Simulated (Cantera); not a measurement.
An adiabatic, constant-pressure homogeneous reactor starts with 9.95 % CH₄, 0.826 % H₂, 18.5 % O₂, 69.4 % N₂, 1.29 % H₂O, at 950 K and 1.00 bar.

Model: GRI-Mech 3.0 (53 species, 325 reactions), integrated in Cantera. Below about 1000 K GRI-Mech 3.0 lacks low-temperature oxidation paths.

One state of this run: T (K) = 973; x CH₄ = 0.0965; x H₂ = 0.00827; x O₂ = 0.182; x OH = 2.75e-8; x N₂O = 1.36e-10; x NO₂ = <1e-12; x H₂O₂ = 4.29e-5. x: mole fraction; the columns are a selection and need not sum to one.

Which value of t (s) does it belong to?
(A) 0.302
(B) 0.00307
(C) 3.00
(D) 0.953

A, 0.302
